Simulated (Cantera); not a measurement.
**Ammonia decomposition in nitride growth gas**

An isothermal, constant-pressure homogeneous reactor starts with 37.0 % NH₃, 63.0 % N₂, at 2050 K and 760 Torr.

Computed with Cantera and the gas-phase N/H chemistry of the illustrative SiF4/NH3 mechanism in the Surface Chemkin manual (1991). Walls and surfaces, which speed up NH3 decomposition in real reactors, are not modelled.

| t (s) | x NH₃ | x H | x NH₂ | x N₂H₄ | x N₂ | x H₂ | x N |
|---|---|---|---|---|---|---|---|
| 3.00e-6 | 0.370 | 7.14e-7 | 3.99e-5 | 4.82e-10 | 0.630 | 1.96e-5 | 3.93e-12 |
| 1.33e-5 | 0.370 | 7.40e-7 | 0.000178 | 9.93e-9 | 0.630 | 9.03e-5 | 4.82e-10 |
| 5.91e-5 | 0.369 | 1.40e-6 | 0.000703 | 1.56e-7 | 0.629 | 0.000503 | 1.11e-8 |
| 0.000262 | 0.366 | 6.16e-6 | 0.00110 | 3.85e-7 | 0.629 | 0.00433 | 6.78e-8 |
| 0.00116 | 0.349 | 2.29e-5 | 0.000976 | 3.01e-7 | 0.627 | 0.0226 | 2.86e-7 |
| 0.00516 | 0.287 | 8.24e-5 | 0.000754 | 1.79e-7 | 0.621 | 0.0911 | 7.70e-7 |
| 0.0229 | 0.133 | 0.000278 | 0.000419 | 5.54e-8 | 0.607 | 0.260 | 1.10e-6 |
| 0.102 | 0.0102 | 0.000880 | 6.77e-5 | 1.44e-9 | 0.595 | 0.394 | 9.20e-7 |
| 0.451 | 0.000291 | 0.00143 | 3.06e-6 | 2.94e-12 | 0.594 | 0.404 | 1.07e-7 |
| 2.00 | 4.65e-5 | 0.00144 | 4.91e-7 | <1e-12 | 0.594 | 0.404 | 1.74e-8 |
x: mole fraction; the columns are a selection and need not sum to one.

Equilibrium at this temperature and pressure: NH₃ 3.71e-6, H 0.00144, NH₂ 3.92e-8, N₂H₄ <1e-12, N₂ 0.594, H₂ 0.404, N 1.39e-9 (gas phase only).
